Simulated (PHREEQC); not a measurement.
## Copper plating or etch bath: an equilibrium model

Solution (25 °C): 73 mmol/kgw Cu(NO3)2, 88 mmol/kgw H2SO4 and 39 mmol/kgw Na2SO4. It is in equilibrium with CO2 at log p = -2 (atm). Otherwise closed; pH follows from the charge balance.

All values are PHREEQC results (ion-association model, phreeqc.dat), not measurements.

Each row changes one thing in this solution. Precipitation was switched off in this run.

```csv
case,pH,ionic strength (mol/kgw),HSO4- (mol/kgw),SO4-2 (mol/kgw),HCO3- (mol/kgw),(CO2)2 (mol/kgw)
as made,1.10,0.368,0.0743,0.0306,2.68e-9,1.95e-9
diluted 5-fold with water,(withheld),0.0828,0.0106,0.0106,9.22e-9,2.09e-9
diluted 10-fold with water,1.94,0.0443,0.00424,0.00659,(withheld),(withheld)
Na2SO4 from 0.039 to 0.195 mol/kgw,1.33,0.641,(withheld),0.101,4.73e-9,1.83e-9
diluted 100-fold with water,2.82,0.00544,0.000125,0.00106,1.07e-7,(withheld)
temperature from 25 to 85 °C,1.25,0.352,0.101,0.0136,1.35e-9,9.95e-10
Cu(NO3)2 replaced by Mn(NO3)2 at the same molality,1.11,0.372,0.0752,0.0314,2.71e-9,1.95e-9
Na2SO4 replaced by KHSO4 at the same molality,0.99,0.363,0.0824,0.0258,2.06e-9,1.95e-9
```

Problem. Some entries are withheld; supply them.

Solution. 
- diluted 5-fold with water, pH: 1.69
- diluted 10-fold with water, HCO3- (mol/kgw): 1.58e-8
- diluted 10-fold with water, (CO2)2 (mol/kgw): 2.10e-9
- Na2SO4 from 0.039 to 0.195 mol/kgw, HSO4- (mol/kgw): 0.115
- diluted 100-fold with water, (CO2)2 (mol/kgw): 2.12e-9

Species that the database lacks are ignored. Away from 25 °C the constants follow the database's enthalpies or fits; those with neither stay at their 25 °C values.
